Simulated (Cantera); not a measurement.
What does this Cantera script print?

```python
import numpy as np
import cantera as ct

gas_names = [...]  # 151 gases of nasa_gas.yaml made of C, H, N, O, Si
cond_names = """
    C(gr) C6H6(L) C7H8(L) C8H18(L),n-octa H2O(s) H2O(L) Si(cr) Si(L) SiC(b) SiO2(Lqz) SiO2(hqz) SiO2(L)
    Si2N2O(s) Si3N4(a)
""".split()


# ... load() reads the species with a 1 bar reference pressure and builds the phases ...
atoms = {
    'TEOS': {'Si': 1, 'C': 8, 'H': 20, 'O': 4},
    'N2O': {'N': 2, 'O': 1},
}
top_T = {'C(gr)': 4500, 'SiC(b)': 3050, 'Si2N2O(s)': 2100, 'Si3N4(a)': 2400}  # K; cautious upper limits of use, not melting points


# ... equilibrate(T, P, feed) seeds the gas with the atoms and calls Mixture.equilibrate('TP', solver="vcs", rtol=1e-11, max_steps=5000) ...
results = []
feed = {'TEOS': 1, 'N2O': 1.7}  # mol
P = 4800  # Pa
for T in [1373, 1398, 1423, 1448, 1473, 1498, 1523, 1548, 1573, 1598, 1623, 1648]:
    mix = equilibrate(T, P, feed)
    results.append((T, P, feed, dict(zip(mix.species_names, mix.species_moles))))

top = {s: max(r[3][s] / sum(r[3][g] for g in gas_names) for r in results) for s in gas_names}
cols = sorted((s for s in top if top[s] > 0.0001), key=lambda s: -top[s])[:6]
seen = [c for c in cond_names if any(r[3].get(c, 0) > 1e-12 for r in results)]
print("log10 of partial pressures in bar; condensed amounts in mol")
print(f"{'T/K':>10s}" + "".join(f"{s[:9]:>10s}" for s in cols + seen))
for T, P, feed, n in results:
    ng = sum(n[g] for g in gas_names)
    print(f"{T:10.4g}" + "".join(f"{np.log10(max(n[s] / ng * P / 1e5, 1e-99)):10.3f}" for s in cols)
          + "".join(f"{n.get(c, 0):10.4g}" for c in seen))
```

Result:

```
log10 of partial pressures in bar; condensed amounts in mol
       T/K        H2        CO        N2       SiO       HCN         H     C(gr)    SiC(b) Si2N2O(s)
      1373    -1.534    -1.818    -2.455    -6.497    -5.395    -6.244     2.798         0    0.4999
      1398    -1.534    -1.818    -2.455    -6.214    -5.306    -6.092     2.798         0    0.4999
      1423    -1.534    -1.818    -2.455    -5.941    -5.219    -5.945     2.797         0    0.4998
      1448    -1.534    -1.818    -2.455    -5.678    -5.135    -5.802     2.797         0    0.4996
      1473    -1.534    -1.818    -2.455    -5.425    -5.054    -5.665     2.797         0    0.4994
      1498    -1.534    -1.818    -2.455    -5.179    -4.976    -5.532     2.797         0    0.4989
      1523    -1.534    -1.818    -2.455    -4.943    -4.901    -5.403     2.797         0     0.498
      1548    -1.534    -1.818    -2.454    -4.714    -4.828    -5.279     2.797         0    0.4967
      1573    -1.534    -1.818    -2.454    -4.493    -4.757    -5.158     2.799         0    0.4945
      1598    -1.560    -1.805    -2.330    -4.345    -4.639    -5.054     1.323    0.9836         0
      1623    -1.560    -1.805    -2.330    -4.306    -4.573    -4.940     1.325    0.9821         0
      1648    -1.560    -1.805    -2.330    -4.268    -4.509    -4.830     1.326    0.9805         0
```

These are equilibrium values from Cantera (NASA tables, ideal gas, pure condensed phases), not measurements of a reactor. The feed counts by its element totals alone.
